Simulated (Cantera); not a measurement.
Thermodynamics of silicon carbide growth, feed (CH3)2SiCl2 + C3H8 + H2

Input: 1 mol (CH3)2SiCl2, 0.015 mol C3H8, 6.2 mol H2, held at 0.00130 bar.

Cantera equilibrium calculation (NASA polynomials, part measured and part estimated; ideal gas, pure solids and liquids). Candidate condensed phases: C, C6H6, C7H8, C8H18, Si, SiC; 109 gas species. The feed counts by its element totals alone. The tables' values for SiCl, SiCl3 are old estimates; treat these amounts as uncertain. Gases not in the tables: Si2H6 and higher silanes. The numbers say what is thermodynamically allowed, not how fast it happens.

| T (K) | x H2 | x HCl | x H | x Cl | n C(graphite) | n SiC(s) |
|---|---|---|---|---|---|---|
| 1000 | 0.816 | 0.180 | 5.69e-8 | 1.17e-8 | 1.08 | 0.960 |
| 1100 | 0.807 | 0.193 | 6.44e-7 | 1.38e-7 | 1.05 | 0.993 |
| 1200 | 0.806 | 0.194 | 4.91e-6 | 1.03e-6 | 1.05 | 0.997 |
| 1300 | 0.806 | 0.194 | 2.75e-5 | 5.59e-6 | 1.05 | 0.996 |
| 1400 | 0.806 | 0.193 | 0.000121 | 2.39e-5 | 1.05 | 0.993 |
| 1500 | 0.806 | 0.193 | 0.000438 | 8.44e-5 | 1.06 | 0.989 |
| 1600 | 0.806 | 0.191 | 0.00135 | 0.000254 | 1.06 | 0.983 |
| 1700 | 0.804 | 0.189 | 0.00366 | 0.000670 | 1.07 | 0.975 |
| 1800 | 0.800 | 0.186 | 0.00888 | 0.00158 | 1.08 | 0.966 |
| 1900 | 0.791 | 0.181 | 0.0196 | 0.00338 | 1.09 | 0.951 |
| 2000 | 0.773 | 0.173 | 0.0397 | 0.00660 | 1.11 | 0.921 |
| 2100 | 0.737 | 0.160 | 0.0742 | 0.0119 | 1.18 | 0.825 |
x: gas mole fraction; n: condensed amount in mol.

From 1000 K to 2100 K the condensed part is C(graphite) + SiC(s). The main Si-bearing gas is SiCl4 at 1000 K and Si at 2100 K. The share of Si in condensed phases is highest at 1200 K (99.7 %) and lowest at 2100 K (82.5 %).
